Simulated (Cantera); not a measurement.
Gas-phase reforming

An isothermal, constant-pressure homogeneous reactor starts with CH4 : CO2 = 1 : 4.2 (molar parts), at 2150 K and 7200 Torr.

Model: GRI-Mech 3.0 (53 species, 325 reactions), integrated in Cantera.

```csv
t (s),x CH4,x CO2,x O,x H2O2,x OH
0.000400,0.00263,0.295,2.51e-7,1.72e-9,0.000149
0.00133,0.000315,0.246,3.90e-7,1.19e-9,0.000123
0.00443,3.74e-9,0.244,4.44e-7,1.28e-9,0.000128
0.0147,1.84e-9,0.244,4.44e-7,1.28e-9,0.000128
0.0490,1.84e-9,0.244,4.44e-7,1.28e-9,0.000128
0.163,1.84e-9,0.244,4.44e-7,1.28e-9,0.000128
0.542,1.84e-9,0.244,4.44e-7,1.28e-9,0.000128
1.80,1.84e-9,0.244,4.44e-7,1.28e-9,0.000128
6.00,1.84e-9,0.244,4.44e-7,1.28e-9,0.000128
```
x: mole fraction; the columns are a selection and need not sum to one.

Equilibrium at this temperature and pressure: CH4 1.96e-9, CO2 0.244, O 4.44e-7, H2O2 1.28e-9, OH 0.000128 (gas phase only).
